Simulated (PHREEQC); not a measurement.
0.068 g of hydrous ferric oxide (600 m²/g; 0.2 weak and 0.005 strong sites per Fe, Dzombak-Morel constants, diffuse double layer) in 1 kg of water with 0.05 mol/kgw of an inert sodium salt, at 25 °C; the pH is set by adding NaOH or the inert anion's acid. Oxygen is held at 0.21 atm. No CO2 enters from the air. Precipitation was switched off in this run.

Base run: PHREEQC, ion-association model, wateq4f.dat. Each further column changes one thing. The table gives surface charge σ (C/m²).

```tsv
pH	base	background salt from 0.05 to 0.005 mol/kgw	oxide from 0.068 to 0.34 g/kgw	0.00012 mol/kgw CaCl2 added
4	0.294	0.182	0.294	0.294
4.5	0.238	0.131	0.238	0.239
5	0.181	0.090	0.181	0.181
5.5	0.130	0.059	0.130	0.130
6	0.089	0.038	0.089	0.089
6.5	0.058	0.023	0.058	0.058
7	0.034	0.013	0.034	0.034
7.5	0.017	0.006	0.017	0.018
8	0.003	0.001	0.003	0.005
8.5	-0.010	-0.004	-0.010	-0.007
9	-0.026	-0.009	-0.026	-0.015
9.5	-0.046	-0.018	-0.046	-0.020
10	-0.074	-0.030	-0.074	-0.022
```
